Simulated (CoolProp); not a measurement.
Vapour-liquid equilibrium of benzene (1) + n-nonane (2) at 65.25 °C; x and y are mole fractions of (1).

Values from CoolProp's multi-fluid Helmholtz-energy mixture model, Thol 2012 and Lemmon 2006; pair parameters Bell 2016.

Give the bubble pressure and the first vapour's composition at x = 0.05, 0.8, 0.95. Is there an azeotrope?

x = 0.05: 0.1053 bar, y = 0.537; x = 0.8: 0.5280 bar, y = 0.969; x = 0.95: 0.6006 bar, y = 0.992. No azeotrope shows between x = 0.05 and 0.95.

Pair parameters are fitted to limited data, so mixtures are less certain than the pure fluids.
